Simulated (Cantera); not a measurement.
Charge: 1 mol CH₄, 0.45 mol NH₃, 0.51 mol CO₂, held at 2175 °C and 98.0 Pa.

Equilibrium computed with Cantera from the NASA thermochemical tables; the gas is ideal and each condensed phase is pure. Candidate condensed phases: C, C₆H₆, C₇H₈, C₈H₁₈, H₂O; 136 gas species. Kinetics and transport are ignored.

Base state: H 0.379, H₂ 0.355, CO 0.211, N₂ 0.0420, HCN 0.00758, C₂H₂ (acetylene) 0.00308, HNC 0.000835, CN 0.000435 (mole fractions); condensed: C(graphite).

What changes in the equilibrium state with this change: temperature from 2175 °C to 302 °C?


| species | before | after |
|---|---|---|
| H₂ | 0.355 | 0.583 |
| H₂O | 2.03e-9 | 0.199 |
| N₂ | 0.0420 | 0.0766 |
| H | 0.379 | <1e-9 |
| CO | 0.211 | 0.00529 |
| CO₂ | <1e-9 | 0.0716 |
| CH₄ | 2.02e-8 | 0.0646 |
| HCN | 0.00758 | <1e-9 |
| C₂H₂ (acetylene) | 0.00308 | <1e-9 |
| HNC | 0.000835 | <1e-9 |
| CN | 0.000435 | <1e-9 |
| C(graphite), mol | 0.411 | 1.09 |
